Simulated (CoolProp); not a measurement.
Properties of m-xylene along the isotherm 346.85 °C (Tc = 343.7 °C, pc = 3535 kPa, ω = 0.326).

Computed with CoolProp (reference Helmholtz-energy equation of state, Zhou 2012).

| p (kPa) | phase | density (kg/m³) | cv (kJ/(kg K)) | isothermal compressibility (1/MPa) | expansivity (1/kK) | viscosity (µPa s) |
|---|---|---|---|---|---|---|
| 1610 | gas | 40.63 | 2.195 | 0.7822 | 3.125 | 14.0 |
| 3210 | gas | 123.3 | 2.314 | 0.8118 | 13.53 | 16.0 |
| 4820 | supercritical | 447.7 | 2.292 | 0.07807 | 8.458 | 50.7 |
| 6430 | supercritical | 486.2 | 2.264 | 0.03589 | 5.008 | 59.5 |
| 8030 | supercritical | 509.3 | 2.252 | 0.02382 | 3.840 | 65.5 |
| 9640 | supercritical | 526.5 | 2.246 | 0.01794 | 3.207 | 70.5 |
| 11200 | supercritical | 539.9 | 2.241 | 0.01452 | 2.811 | 74.7 |
| 12900 | supercritical | 552.1 | 2.238 | 0.01206 | 2.506 | 78.7 |
| 14500 | supercritical | 562.1 | 2.236 | 0.01042 | 2.291 | 82.2 |
| 16100 | supercritical | 571.0 | 2.234 | 0.009176 | 2.121 | 85.5 |
| 17700 | supercritical | 579.0 | 2.233 | 0.008207 | 1.983 | 88.6 |

Viscosity comes from a separate model (Cao 2016).
